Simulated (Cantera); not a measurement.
Feed: 1 mol Cu2O, 2 mol CO, 1.7 mol N2, at 340 Pa.

These are equilibrium values from Cantera (NASA tables, ideal gas, pure condensed phases), not measurements of a reactor. Candidate condensed phases: C, Cu, CuO, Cu2O; 27 gas species. Rates play no part.

**Question.** Which condensed phases are stable at each of these points (T (°C)): 777, 877, 977, 1077, 1177, 1277, 1377, 1477, 1577, 1677?

**Answer.** 
```csv
T (°C),condensed phases,Cu condensed (%)
777,Cu(s),100.0
877,Cu(s),100.0
977,Cu(s),100.0
1077,Cu(s),100.0
1177,Cu(l),99.8
1277,Cu(l),99.0
1377,Cu(l),95.5
1477,Cu(l),82.1
1577,Cu(l),27.9
1677,gas only,0.0
```

From 777 °C to 1077 °C the condensed part is Cu(s). From 1177 °C to 1577 °C the condensed part is Cu(l). At 1677 °C nothing is condensed.
